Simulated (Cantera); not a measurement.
An isothermal, constant-pressure homogeneous reactor starts with NH3 : N2 = 1 : 5.5 (molar parts), at 1475 K and 0.0132 atm. Integrator tolerance rtol = 1e-08.

Model: the gas-phase N/H chemistry of the illustrative SiF4/NH3 mechanism in the Surface Chemkin manual (1991), integrated in Cantera. Walls and surfaces, which speed up NH3 decomposition in real reactors, are not modelled.

Question: What does this change do: NH3 1 to 2.6 parts?

Answer: 
| quantity | before | after |
|---|---|---|
| x(NH3) at 90.0 s | 0.133 (gas-phase equilibrium 7.02e-8) | 0.282 (gas-phase equilibrium 1.54e-7) |
| x(N2H2) at 90.0 s | 1.80e-7 (gas-phase equilibrium <1e-12) | 3.42e-7 (gas-phase equilibrium <1e-12) |
| x(H2) at 90.0 s | 0.0266 (gas-phase equilibrium 0.200) | 0.0439 (gas-phase equilibrium 0.364) |
| x(N2H4) at 90.0 s | 1.67e-9 (gas-phase equilibrium <1e-12) | 3.45e-9 (gas-phase equilibrium <1e-12) |
| x(NH2) at 90.0 s | 2.78e-5 (gas-phase equilibrium 3.84e-11) | 3.99e-5 (gas-phase equilibrium 6.23e-11) |
| x(H) at 90.0 s | 2.58e-6 (gas-phase equilibrium 5.06e-5) | 2.89e-6 (gas-phase equilibrium 6.83e-5) |
